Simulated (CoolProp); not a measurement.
Vapour-liquid equilibrium of benzene (1) + o-xylene (2) at 134.95 °C; x and y are mole fractions of (1).

Values from CoolProp's multi-fluid Helmholtz-energy mixture model, Thol 2012 and Zhou 2012; pair parameters Bell 2016.

Problem. Give the bubble pressure and the first vapour's composition at x = 0.5, 0.65, 0.8. Is there an azeotrope?

Solution. x = 0.5: 2.613 bar, y = 0.844; x = 0.65: 3.130 bar, y = 0.903; x = 0.8: 3.600 bar, y = 0.946. No azeotrope shows between x = 0.05 and 0.95.

The pair parameters rest on a limited set of measurements; away from them the model extrapolates. The gap from Raoult's law changes sign with composition, which may be real or a fault of the pair parameters; it wasn't checked against measurements.
